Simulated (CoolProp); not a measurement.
Model: reference Helmholtz-energy equation of state, Lemmon 2003, in CoolProp. It is a pseudo-pure fit of the blend.

**Question.** For R410A, give the phase and the density (kg/m³), Joule-Thomson coefficient (K/MPa), isothermal compressibility (1/MPa), expansivity (1/kK) at 3.35 °C and 155 kPa; 3.35 °C and 21500 kPa.

**Answer.** 
- 3.35 °C and 155 kPa: gas; density 5.03, Joule-Thomson coefficient 26.5, isothermal compressibility 6.63, expansivity 4.01
- 3.35 °C and 21500 kPa: liquid; density 1240, Joule-Thomson coefficient -0.201, isothermal compressibility 0.00246, expansivity 2.37
